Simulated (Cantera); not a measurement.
A perfectly stirred reactor is fed with CO : O2 : H2O : N2 : CH4 = 0.013 : 0.008 : 0.015 : 1 : 0.0014 (molar parts), equivalence ratio 1.2, at 518 Torr; it is held at 925 K, and followed from long to short residence time.

Detailed kinetics in Cantera: GRI-Mech 3.0 (53 species, 325 reactions).

Predict: x(CO) at τ = 9.80 s; x(O2) at τ = 9.80 s; x(H2O) at τ = 9.80 s; x(H) at τ = 9.80 s; x(H2) at τ = 9.80 s; x(CO) at τ = 0.130 s; x(O2) at τ = 0.130 s; x(H2O) at τ = 0.130 s; x(H) at τ = 0.130 s; x(H2) at τ = 0.130 s.


| Item | Result |
|---|---|
| x(CO) at τ = 9.80 s | 0.00690 |
| x(O2) at τ = 9.80 s | 0.00266 |
| x(H2O) at τ = 9.80 s | 0.0166 |
| x(H) at τ = 9.80 s | 2.87e-7 |
| x(H2) at τ = 9.80 s | 0.000335 |
| x(CO) at τ = 0.130 s | 0.0125 |
| x(O2) at τ = 0.130 s | 0.00758 |
| x(H2O) at τ = 0.130 s | 0.0145 |
| x(H) at τ = 0.130 s | 1.41e-7 |
| x(H2) at τ = 0.130 s | 5.49e-5 |
